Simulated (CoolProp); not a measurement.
A closed Brayton cycle with nitrogen: compressor inlet 332.15 K and 3.7 MPa, high pressure 12.8 MPa, turbine inlet 920 K, compressor efficiency 0.8, turbine efficiency 0.85, recuperator effectiveness 0.9 (on enthalpy, no pinch check). Each further row changes one setting.

Computed with CoolProp (reference Helmholtz-energy equation of state, Span 2000).

```json
[
 {"case": "as stated", "thermal efficiency (%)": "23.2", "net work (kJ/kg)": "63.9", "compressor to turbine work": "0.75", "compressor exit (K)": "509.6", "turbine exit (K)": "701.5"},
 {"case": "turbine inlet 870 K", "thermal efficiency (%)": "19.4", "net work (kJ/kg)": "50.0", "compressor to turbine work": "0.79", "compressor exit (K)": "509.6", "turbine exit (K)": "661.5"},
 {"case": "compressor inlet 342.15 K", "thermal efficiency (%)": "21.2", "net work (kJ/kg)": "58.0", "compressor to turbine work": "0.77", "compressor exit (K)": "524.7", "turbine exit (K)": "701.5"},
 {"case": "high pressure 10.9 MPa", "thermal efficiency (%)": "25.4", "net work (kJ/kg)": "64.2", "compressor to turbine work": "0.71", "compressor exit (K)": "483.0", "turbine exit (K)": "726.3"},
 {"case": "recuperator effectiveness 0.5", "thermal efficiency (%)": "17.8", "net work (kJ/kg)": "63.9", "compressor to turbine work": "0.75", "compressor exit (K)": "509.6", "turbine exit (K)": "701.5"}
]
```
